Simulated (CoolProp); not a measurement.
CH3F (R41) at several states: density (kg/m³) from the reference equation and from simpler models built on Tc = 44.1 °C, pc = 5906 kPa, ω = 0.200; each cubic takes its own stable root.

The numbers come from the reference Helmholtz-energy equation of state, Lemmon 2006 in CoolProp. It is a short technical equation, of lower accuracy than the large ones.

| T (°C) | p (kPa) | phase | reference |
|---|---|---|---|
| 140.15 | 3820 | gas | 42.26 |
| 118.95 | 1640 | gas | 18.11 |
| 117.95 | 322 | gas | 3.407 |
| 85.15 | 536 | gas | 6.275 |
| -26.35 | 17.9 | gas | 0.2977 |

Task: How far does each simpler model (ideal gas, van der Waals, Redlich-Kwong, Soave-Redlich-Kwong, Peng-Robinson) lie from the reference over these 5 states: mean and median of the absolute difference, and the worst?

Result: 
- ideal gas: mean 3.9 %, median 2.4 %, worst -10.5 % at 140.15 °C and 3820 kPa
- van der Waals: mean 0.2 %, median 0.1 %, worst -0.4 % at 118.95 °C and 1640 kPa
- Redlich-Kwong: mean 0.2 %, median 0.2 %, worst -0.4 % at 140.15 °C and 3820 kPa
- Soave-Redlich-Kwong: mean 0.7 %, median 0.4 %, worst -2.2 % at 140.15 °C and 3820 kPa
- Peng-Robinson: mean 0.1 %, median 0.0 %, worst -0.4 % at 140.15 °C and 3820 kPa
